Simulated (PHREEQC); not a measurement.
Make-up at 65 °C: 1.3 mmol/kgw CdCl2, 8.6 mmol/kgw H3BO3 and 150 mmol/kgw FeSO4. Closed to the air; pH follows from the charge balance.

The numbers come from PHREEQC with the ion-association model, wateq4f.dat.

Problem. The ionic strength comes out as 0.255 mol/kgw. What activity coefficients do Fe+2, CdCl+, HSO4-, Cd(SO4)2-2, H+ get?

Solution. Fe+2 0.28, CdCl+ 0.72, HSO4- 0.70, Cd(SO4)2-2 0.27, H+ 0.78.

This is a speciation only: nothing precipitates in the calculation. Away from 25 °C the constants follow the database's enthalpies or fits; those with neither stay at their 25 °C values.
